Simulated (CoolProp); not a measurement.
Vapour-liquid equilibrium of CH2F2 (R32) (1) + R123 (2) at 0.714 MPa; x and y are mole fractions of (1).

Model: multi-fluid Helmholtz-energy mixture model, Tillner-Roth 1997 and Younglove 1994; pair parameters Bell 2016, in CoolProp.

| x | bubble temperature (K) | y at the bubble point | dew temperature at overall composition x (K) | liquid density (mol/L) |
|---|---|---|---|---|
| 0.05 | 352.8 | 0.313 | 366.6 | 8.784 |
| 0.15 | 326.9 | 0.672 | 361.6 | 9.793 |
| 0.25 | 309.7 | 0.822 | 356.3 | ___ |
| 0.35 | 298.4 | 0.890 | 350.6 | 11.65 |
| 0.45 | ___ | 0.925 | 344.3 | 12.60 |
| 0.55 | 285.3 | 0.947 | 337.2 | 13.63 |
| 0.65 | 280.9 | ___ | 328.9 | 14.77 |
| 0.75 | 277.3 | 0.974 | 318.8 | 16.09 |
| 0.85 | 274.0 | 0.984 | 305.4 | 17.63 |
| 0.95 | 270.8 | 0.995 | 284.4 | 19.47 |

Question: What belongs in the gaps?

Answer: 
- 0.25, liquid density (mol/L): 10.73
- 0.45, bubble temperature (K): 290.8
- 0.65, y at the bubble point: 0.962

No azeotrope shows between x = 0.05 and 0.95.

Pair parameters are fitted to limited data, so mixtures are less certain than the pure fluids. The gap from Raoult's law changes sign with composition, which may be real or a fault of the pair parameters; it wasn't checked against measurements.
